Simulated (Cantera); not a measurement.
A closed system holds: 1 mol Cu, 0.28 mol NH3, 21 mol N2, equilibrated at 527 °C and 1600 Pa.

These are equilibrium values from Cantera (NASA tables, ideal gas, pure condensed phases), not measurements of a reactor. Candidate condensed phases: Cu; 11 gas species. Equilibrium is a limit: real reactors are often held back by kinetics, nucleation or transport.

Base state: N2 0.981, H2 0.0195 (mole fractions); condensed: Cu(s).

Question: What changes in the equilibrium state with this change: Cu replaced by Al?

Answer: 
| species | before | after |
|---|---|---|
| N2 | 0.981 | 0.980 |
| H2 | 0.0195 | 0.0199 |
| Cu(s), mol | 1.00 | 0 |
| AlN(s), mol | 0 | 1.00 |
Further candidate phases: Al, AlN.

Question: What changes in the equilibrium state with this change: NH3 from 0.28 to 0.15 mol?

Answer: 
| species | before | after |
|---|---|---|
| N2 | 0.981 | 0.989 |
| H2 | 0.0195 | 0.0106 |
| Cu(s), mol | 1.00 | 1.00 |
